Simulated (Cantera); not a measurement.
Input (Python, Cantera) and output of one run.

```python
import numpy as np
import cantera as ct

gas_names = [...]  # 123 gases of nasa_gas.yaml made of C, H, O, Si
cond_names = """
    C(gr) C6H6(L) C7H8(L) C8H18(L),n-octa H2O(s) H2O(L) Si(cr) Si(L) SiC(b) SiO2(Lqz) SiO2(hqz) SiO2(L)
""".split()


# ... load() reads the species with a 1 bar reference pressure and builds the phases ...
atoms = {
    'HMDSO': {'Si': 2, 'C': 6, 'H': 18, 'O': 1},
    'O2': {'O': 2},
    'H2': {'H': 2},
}
top_T = {'C(gr)': 4500, 'SiC(b)': 3050}  # K; cautious upper limits of use, not melting points


# ... equilibrate(T, P, feed) seeds the gas with the atoms and calls Mixture.equilibrate('TP', solver="vcs", rtol=1e-11, max_steps=5000) ...
results = []
feed = {'HMDSO': 1, 'O2': 5, 'H2': 0.71}  # mol
T = 998  # K
P = 3300  # Pa
mix = equilibrate(T, P, feed)
results.append((T, P, feed, dict(zip(mix.species_names, mix.species_moles))))
print(gas.report(threshold=1e-05))
for i in range(1, mix.n_phases):
    print(f"{mix.phase(i).name:16s} {mix.phase_moles(i):12.5e} mol")
```

Result:

```
       temperature   998 K
          pressure   3300 Pa
           density   0.0051559 kg/m^3
  mean mol. weight   12.964 kg/kmol
   phase of matter   gas

                          1 kg             1 kmol
                     ---------------   ---------------
          enthalpy       -2.8789e+06       -3.7323e+07  J
   internal energy       -3.5189e+06       -4.5621e+07  J
           entropy             17851        2.3142e+05  J/K
    Gibbs function       -2.0694e+07       -2.6828e+08  J
 heat capacity c_p            2492.6             32315  J/K
 heat capacity c_v            1851.3             24001  J/K

                      mass frac. Y      mole frac. X     chem. pot. / RT
                     ---------------   ---------------   ---------------
               CH4        0.00011062        8.9395e-05           -46.927
                CO           0.76091           0.35219            -43.37
               CO2           0.10087          0.029715           -82.713
                H2          0.090809           0.58397            -21.45
               H2O          0.047301           0.03404           -60.793
     [ +118 minor]        1.1236e-08        1.3367e-08

C(gr)             0.00000e+00 mol
Si(cr)            0.00000e+00 mol
SiC(b)            0.00000e+00 mol
SiO2(hqz)         2.00000e+00 mol
```

Equilibrium computed with Cantera from the NASA thermochemical tables; the gas is ideal and each condensed phase is pure. The feed counts by its element totals alone.
